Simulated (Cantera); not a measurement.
# Equilibrium for titanium nitride, carbide and oxide coatings: Ti(OiPr)4 + C3H8

Feed: 1 mol Ti(OiPr)4, 0.14 mol C3H8, equilibrated at 13000 Pa.

Cantera equilibrium calculation (NASA polynomials, part measured and part estimated; ideal gas, pure solids and liquids). Candidate condensed phases: C, C6H6, C7H8, C8H18, H2O, Ti, TiC, TiO, TiO2, Ti2O3, Ti3O5, Ti4O7; 113 gas species. The feed counts by its element totals alone. TiC: taken at fixed stoichiometry. Condensed phases not in the tables: Magnéli phases beyond Ti4O7. The numbers say what is thermodynamically allowed, not how fast it happens.

| T (K) | x H2 | x CO | x H | x C2H2 (acetylene) | x CH4 | x H2O | x CO2 | x CH3 | n C(graphite) | n Ti4O7(s) | n Ti3O5(s) | n TiC(s) |
|---|---|---|---|---|---|---|---|---|---|---|---|---|
| 1198 | 0.864 | 0.134 | 4.90e-7 | 8.55e-8 | 0.00156 | 0.000399 | 4.51e-5 | 1.68e-8 | 10.2 | 0.250 | 0 | 0 |
| 1298 | 0.861 | 0.138 | 2.76e-6 | 4.81e-7 | 0.000768 | 0.000144 | 1.31e-5 | 4.83e-8 | 10.1 | 0 | 0.333 | 0 |
| 1398 | 0.784 | 0.216 | 1.16e-5 | 1.92e-6 | 0.000349 | 8.32e-5 | 1.06e-5 | 1.04e-7 | 7.42 | 0 | 0 | 1.00 |
| 1498 | 0.784 | 0.216 | 4.22e-5 | 6.91e-6 | 0.000207 | 3.83e-5 | 4.08e-6 | 2.26e-7 | 7.42 | 0 | 0 | 1.00 |
| 1598 | 0.784 | 0.216 | 0.000131 | 2.11e-5 | 0.000132 | 1.94e-5 | 1.78e-6 | 4.47e-7 | 7.42 | 0 | 0 | 1.00 |
| 1698 | 0.784 | 0.215 | 0.000355 | 5.65e-5 | 8.82e-5 | 1.07e-5 | 8.64e-7 | 8.12e-7 | 7.42 | 0 | 0 | 1.00 |
| 1798 | 0.783 | 0.215 | 0.000864 | 0.000135 | 6.18e-5 | 6.32e-6 | 4.56e-7 | 1.38e-6 | 7.41 | 0 | 0 | 1.00 |
| 1898 | 0.782 | 0.215 | 0.00192 | 0.000294 | 4.50e-5 | 3.94e-6 | 2.58e-7 | 2.21e-6 | 7.41 | 0 | 0 | 1.00 |
| 1998 | 0.780 | 0.215 | 0.00393 | 0.000592 | 3.38e-5 | 2.58e-6 | 1.55e-7 | 3.37e-6 | 7.40 | 0 | 0 | 1.00 |
| 2098 | 0.777 | 0.215 | 0.00752 | 0.00111 | 2.60e-5 | 1.75e-6 | 9.82e-8 | 4.91e-6 | 7.38 | 0 | 0 | 1.000 |
| 2198 | 0.770 | 0.214 | 0.0136 | 0.00195 | 2.04e-5 | 1.23e-6 | 6.48e-8 | 6.87e-6 | 7.35 | 0 | 0 | 1.000 |
x: gas mole fraction; n: condensed amount in mol.

At 1198 K the condensed part is C(graphite) + Ti4O7(s). At 1298 K the condensed part is C(graphite) + Ti3O5(s). From 1398 K to 2198 K the condensed part is C(graphite) + TiC(s).
